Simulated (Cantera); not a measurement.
Adiabatic ignition

An adiabatic, constant-pressure homogeneous reactor starts with H2 : O2 : N2 = 1 : 1.39 : 15.3 (molar parts), equivalence ratio 0.36, at 1050 K and 760 Torr.

Cantera simulation using the H2/O2 subset of GRI-Mech 3.0, which has no nitrogen chemistry; the numbers are that mechanism's predictions, not measurements.

```json
[
 {"t (s)": "3.00e-6", "T (K)": "1050", "x H2": "0.0565", "x O2": "0.0786", "x H2O": "2.05e-12", "x H": "3.29e-11", "x HO2": "3.87e-11", "x OH": "1.75e-12", "x O": "2.74e-12"},
 {"t (s)": "9.27e-6", "T (K)": "1050", "x H2": "0.0565", "x O2": "0.0786", "x H2O": "3.34e-11", "x H": "1.03e-10", "x HO2": "1.35e-10", "x OH": "8.71e-12", "x O": "1.86e-11"},
 {"t (s)": "2.86e-5", "T (K)": "1050", "x H2": "0.0565", "x O2": "0.0786", "x H2O": "5.51e-10", "x H": "4.88e-10", "x HO2": "6.26e-10", "x OH": "5.11e-11", "x O": "1.26e-10"},
 {"t (s)": "8.84e-5", "T (K)": "1050", "x H2": "0.0565", "x O2": "0.0786", "x H2O": "2.32e-8", "x H": "1.07e-8", "x HO2": "1.16e-8", "x OH": "1.18e-9", "x O": "3.00e-9"},
 {"t (s)": "0.000273", "T (K)": "1051", "x H2": "0.0562", "x O2": "0.0784", "x H2O": "0.000223", "x H": "8.06e-5", "x HO2": "3.57e-5", "x OH": "1.27e-5", "x O": "2.18e-5"},
 {"t (s)": "0.000844", "T (K)": "1460", "x H2": "0.000161", "x O2": "0.0516", "x H2O": "0.0576", "x H": "6.06e-5", "x HO2": "5.00e-6", "x OH": "0.000647", "x O": "0.000263"},
 {"t (s)": "0.00261", "T (K)": "1466", "x H2": "1.11e-5", "x O2": "0.0517", "x H2O": "0.0581", "x H": "1.21e-6", "x HO2": "5.42e-7", "x OH": "0.000181", "x O": "1.95e-5"},
 {"t (s)": "0.00805", "T (K)": "1466", "x H2": "1.97e-6", "x O2": "0.0518", "x H2O": "0.0581", "x H": "9.86e-8", "x HO2": "1.14e-7", "x OH": "7.88e-5", "x O": "3.68e-6"},
 {"t (s)": "0.0249", "T (K)": "1467", "x H2": "5.72e-7", "x O2": "0.0518", "x H2O": "0.0582", "x H": "1.62e-8", "x HO2": "4.91e-8", "x OH": "4.30e-5", "x O": "1.10e-6"},
 {"t (s)": "0.0769", "T (K)": "1467", "x H2": "3.21e-7", "x O2": "0.0518", "x H2O": "0.0582", "x H": "6.92e-9", "x HO2": "4.10e-8", "x OH": "3.20e-5", "x O": "6.09e-7"},
 {"t (s)": "0.237", "T (K)": "1467", "x H2": "3.07e-7", "x O2": "0.0518", "x H2O": "0.0582", "x H": "6.47e-9", "x HO2": "4.07e-8", "x OH": "3.12e-5", "x O": "5.80e-7"},
 {"t (s)": "0.734", "T (K)": "1467", "x H2": "3.07e-7", "x O2": "0.0518", "x H2O": "0.0582", "x H": "6.47e-9", "x HO2": "4.07e-8", "x OH": "3.12e-5", "x O": "5.80e-7"},
 {"t (s)": "2.27", "T (K)": "1467", "x H2": "3.07e-7", "x O2": "0.0518", "x H2O": "0.0582", "x H": "6.47e-9", "x HO2": "4.07e-8", "x OH": "3.12e-5", "x O": "5.80e-7"},
 {"t (s)": "7.00", "T (K)": "1467", "x H2": "3.07e-7", "x O2": "0.0518", "x H2O": "0.0582", "x H": "6.47e-9", "x HO2": "4.07e-8", "x OH": "3.12e-5", "x O": "5.80e-7"}
]
```
x: mole fraction; the columns are a selection and need not sum to one.

```yaml
time_of_steepest_temperature_rise: 0.372 ms
temperature at 7.00 s: 1467 K
equilibrium_temperature: 1467 K
x(H2) at 7.00 s: 3.07e-7 (gas-phase equilibrium 3.07e-7)
x(O2) at 7.00 s: 0.0518 (gas-phase equilibrium 0.0518)
x(H2O) at 7.00 s: 0.0582 (gas-phase equilibrium 0.0582)
```
